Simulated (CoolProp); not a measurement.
A Linde-Hampson liquefier for methane: isothermal reversible compression at 250 K from 1 atm to 25 MPa, throttling to 1 atm, return gas leaving the recuperator 2 K below the feed. Each further row changes one setting.

Values from CoolProp's reference Helmholtz-energy equation of state, Setzmann 1991.

```json
[
 {"case": "as stated", "liquid yield per pass": "?", "compression work (kJ/kg of gas)": "634"},
 {"case": "high pressure 50 MPa", "liquid yield per pass": "?", "compression work (kJ/kg of gas)": "?"},
 {"case": "warm-end temperature 280 K", "liquid yield per pass": "?", "compression work (kJ/kg of gas)": "?"},
 {"case": "warm-end gap 7 K", "liquid yield per pass": "0.332", "compression work (kJ/kg of gas)": "634"}
]
```

**Question.** Complete the blanks.

**Answer.** 
- as stated, liquid yield per pass: 0.341
- high pressure 50 MPa, liquid yield per pass: 0.345
- high pressure 50 MPa, compression work (kJ/kg of gas): 720
- warm-end temperature 280 K, liquid yield per pass: 0.260
- warm-end temperature 280 K, compression work (kJ/kg of gas): 740
